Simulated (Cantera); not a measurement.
Mixture: 8.83 % CH4, 0.874 % H2, 15.1 % O2, 56.7 % N2, 18.5 % H2O, equivalence ratio 1.2, at 1000000 Pa, adiabatic and at constant volume. Ignition delay is the time to a rise of 400 K.

Computed with Cantera and GRI-Mech 3.0 (53 species, 325 reactions).

Q: Predict: delay at 1200 K; delay at 1400 K; delay at 1600 K; delay at 1800 K; apparent activation energy between 1700 and 1900 K.

A: 
| Property | Result |
|---|---|
| delay at 1200 K | 1.59 ms |
| delay at 1400 K | 0.332 ms |
| delay at 1600 K | 69.8 µs |
| delay at 1800 K | 15.3 µs |
| apparent activation energy between 1700 and 1900 K | 190 kJ/mol |
